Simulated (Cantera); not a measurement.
An isothermal, constant-pressure homogeneous reactor starts with 93.5 % N2O, 6.54 % H2O, at 1275 K and 10.00 Torr.

Model: GRI-Mech 3.0 (53 species, 325 reactions), integrated in Cantera. GRI-Mech 3.0 was tuned for natural gas; its chemistry of N2O as a main component is partial and can be far from experiment. Radical loss at walls, strong at low pressure, is not modelled. The mechanism lacks the step 2 NO + O2 → 2 NO2, which can matter for NO2 below about 1400 K. The temperature is held fixed by assumption; the heat of reaction is taken as removed at once.

### Question
Predict: x(N2O) at 20.0 s; x(H2O) at 20.0 s; x(OH) at 20.0 s; x(H2O2) at 20.0 s; x(NO) at 20.0 s; x(H2) at 20.0 s.

### Answer
* **x(N2O) at 20.0 s**: 0.332 (gas-phase equilibrium 2.60e-9)
* **x(H2O) at 20.0 s**: 0.0520 (gas-phase equilibrium 0.0446)
* **x(OH) at 20.0 s**: 5.68e-5 (gas-phase equilibrium 1.71e-5)
* **x(H2O2) at 20.0 s**: 1.40e-9 (gas-phase equilibrium 1.31e-10)
* **x(NO) at 20.0 s**: 0.0450 (gas-phase equilibrium 0.000373)
* **x(H2) at 20.0 s**: 2.27e-7 (gas-phase equilibrium 3.80e-8)
